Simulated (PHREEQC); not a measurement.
Consider water at 20 °C with 0.004 mol KH2PO4 per kg of water. Closed to the air; pH follows from the charge balance.

Equilibrium calculation in PHREEQC: ion-association model, phreeqc.dat.

| quantity | before | after |
|---|---|---|
| pH | 4.86 | 4.57 |
| HPO4-2 (mol/kgw) | 2.14e-5 | 0.000150 |
| H3PO4 (mol/kgw) | 7.03e-6 | 0.000124 |
| KHPO4- (mol/kgw) | 1.28e-7 | 5.71e-6 |

Task: What was changed between the two runs?
A) KH2PO4 from 0.004 to 0.02 mol/kgw
B) KH2PO4 from 0.004 to 0.0044 mol/kgw
C) KH2PO4 from 0.004 to 0.04 mol/kgw
D) diluted 100-fold with water

Result: C, KH2PO4 from 0.004 to 0.04 mol/kgw

No solid was allowed to form.
